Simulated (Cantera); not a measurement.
Mixture: C3H8 : O2 : N2 = 1 : 10.6 : 40 (molar parts), equivalence ratio 0.47, at 10.0 bar, adiabatic and at constant volume. Ignition delay is the time to a rise of 400 K.

Cantera simulation using GRI-Mech 3.0 (53 species, 325 reactions); the numbers are that mechanism's predictions, not measurements. GRI-Mech 3.0 was tuned for natural gas; its chemistry of propane as a main component is partial and can be far from experiment.

Problem. Predict: delay at 1123 K; delay at 1223 K; delay at 1323 K; delay at 1423 K; delay at 1523 K; delay at 1623 K; delay at 1723 K; apparent activation energy between 1523 and 1723 K.

Solution. 
```json
{
 "delay at 1123 K": "5.74 ms",
 "delay at 1223 K": "0.952 ms",
 "delay at 1323 K": "0.183 ms",
 "delay at 1423 K": "44.9 µs",
 "delay at 1523 K": "14.5 µs",
 "delay at 1623 K": "5.98 µs",
 "delay at 1723 K": "3.02 µs",
 "apparent activation energy between 1523 and 1723 K": "170 kJ/mol"
}
```
